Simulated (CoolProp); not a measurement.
CF4 (R14) along the isotherm 197.8 K: Z from the reference equation and from simpler models built on Tc = 227.4 K, pc = 37.62 bar, ω = 0.178; each cubic takes its own stable root.

The numbers come from the reference Helmholtz-energy equation of state, Platzer 1990 in CoolProp. This equation is an older, rougher fit; its heat capacities, sound speeds and derivatives of the liquid may be far off and weren't checked against measurements.

```json
[
 {"p (bar)": "2.35", "phase": "gas", "reference": "0.9669", "van der Waals": "0.9735", "Redlich-Kwong": "0.9676", "Soave-Redlich-Kwong": "0.9664", "Peng-Robinson": "0.9637"},
 {"p (bar)": "4.7", "phase": "gas", "reference": "[?]", "van der Waals": "0.9457", "Redlich-Kwong": "0.9335", "Soave-Redlich-Kwong": "[?]", "Peng-Robinson": "0.9255"},
 {"p (bar)": "7.05", "phase": "gas", "reference": "0.8939", "van der Waals": "0.9163", "Redlich-Kwong": "0.8973", "Soave-Redlich-Kwong": "0.8931", "Peng-Robinson": "0.8851"},
 {"p (bar)": "9.41", "phase": "gas", "reference": "0.8526", "van der Waals": "0.8847", "Redlich-Kwong": "0.8584", "Soave-Redlich-Kwong": "0.8522", "Peng-Robinson": "0.8416"},
 {"p (bar)": "11.8", "phase": "gas", "reference": "0.8060", "van der Waals": "0.8503", "Redlich-Kwong": "0.8154", "Soave-Redlich-Kwong": "0.8068", "Peng-Robinson": "0.7936"},
 {"p (bar)": "16.5", "phase": "liquid", "reference": "0.06974", "van der Waals": "0.7722", "Redlich-Kwong": "0.07859", "Soave-Redlich-Kwong": "0.07556", "Peng-Robinson": "0.06664"},
 {"p (bar)": "18.8", "phase": "liquid", "reference": "0.07923", "van der Waals": "[?]", "Redlich-Kwong": "0.08891", "Soave-Redlich-Kwong": "0.08562", "Peng-Robinson": "0.07555"}
]
```

What belongs in the gaps?


- 4.7, reference: 0.9317
- 4.7, Soave-Redlich-Kwong: 0.9309
- 18.8, van der Waals: 0.7260

At some of these states van der Waals gives the other phase, because its saturation line lies elsewhere.
